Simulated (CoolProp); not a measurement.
Vapour-liquid equilibrium of ethylene (1) + propylene (2) at 0.773 MPa; x and y are mole fractions of (1).

Values from CoolProp's multi-fluid Helmholtz-energy mixture model, Smukala 2000 and Lemmon 2013; pair parameters Bell 2016.

| x | bubble temperature, mixture model (°C) | bubble temperature, Raoult's law (°C) | y, mixture model | y, Raoult's law |
|---|---|---|---|---|
| 0.05 | 2.2 | 0.6 | 0.206 | 0.269 |
| 0.2 | -16.6 | -19.0 | 0.603 | 0.672 |
| 0.35 | -30.3 | -31.8 | 0.791 | 0.834 |
| 0.5 | -40.0 | -41.0 | 0.885 | 0.912 |
| 0.65 | -47.3 | -47.9 | 0.938 | 0.955 |
| 0.8 | -53.0 | -53.5 | 0.971 | 0.980 |
| 0.95 | -57.8 | -58.0 | 0.994 | 0.996 |

The largest gap from Raoult's law is +2.4 K in bubble temperature, at x = 0.2. No azeotrope shows between x = 0.05 and 0.95.

Pair parameters are fitted to limited data, so mixtures are less certain than the pure fluids.
